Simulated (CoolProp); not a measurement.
Vapour-liquid equilibrium of R134a (1) + isobutane (2) at 39.65 °C; x and y are mole fractions of (1).

Model: multi-fluid Helmholtz-energy mixture model, Tillner-Roth 1994 and Bücker 2006; pair parameters Bell 2016, in CoolProp.

```json
[
 {"x": "0.05", "bubble pressure, mixture model (bar)": "…", "bubble pressure, Raoult's law (bar)": "5.504", "y, mixture model": "0.205", "y, Raoult's law": "0.091"},
 {"x": "0.15", "bubble pressure, mixture model (bar)": "8.353", "bubble pressure, Raoult's law (bar)": "5.985", "y, mixture model": "…", "y, Raoult's law": "0.252"},
 {"x": "0.25", "bubble pressure, mixture model (bar)": "9.502", "bubble pressure, Raoult's law (bar)": "6.465", "y, mixture model": "0.502", "y, Raoult's law": "0.389"},
 {"x": "0.35", "bubble pressure, mixture model (bar)": "…", "bubble pressure, Raoult's law (bar)": "6.946", "y, mixture model": "…", "y, Raoult's law": "0.507"},
 {"x": "0.45", "bubble pressure, mixture model (bar)": "10.71", "bubble pressure, Raoult's law (bar)": "7.427", "y, mixture model": "…", "y, Raoult's law": "0.610"},
 {"x": "0.55", "bubble pressure, mixture model (bar)": "11.03", "bubble pressure, Raoult's law (bar)": "7.907", "y, mixture model": "0.650", "y, Raoult's law": "0.700"},
 {"x": "0.65", "bubble pressure, mixture model (bar)": "11.22", "bubble pressure, Raoult's law (bar)": "8.388", "y, mixture model": "0.692", "y, Raoult's law": "0.780"},
 {"x": "0.75", "bubble pressure, mixture model (bar)": "11.27", "bubble pressure, Raoult's law (bar)": "8.869", "y, mixture model": "0.742", "y, Raoult's law": "0.852"},
 {"x": "0.85", "bubble pressure, mixture model (bar)": "11.11", "bubble pressure, Raoult's law (bar)": "9.350", "y, mixture model": "0.811", "y, Raoult's law": "0.916"},
 {"x": "0.95", "bubble pressure, mixture model (bar)": "10.57", "bubble pressure, Raoult's law (bar)": "9.830", "y, mixture model": "0.918", "y, Raoult's law": "0.973"}
]
```

Problem. What belongs in the gaps?

Solution. 
- 0.05, bubble pressure, mixture model (bar): 6.532
- 0.15, y, mixture model: 0.404
- 0.35, bubble pressure, mixture model (bar): 10.23
- 0.35, y, mixture model: 0.563
- 0.45, y, mixture model: 0.609

The largest gap from Raoult's law is +47.3 % in bubble pressure, at x = 0.35. y crosses x between x = 0.65 and 0.75: the model has an azeotrope there.

The pair parameters rest on a limited set of measurements; away from them the model extrapolates.
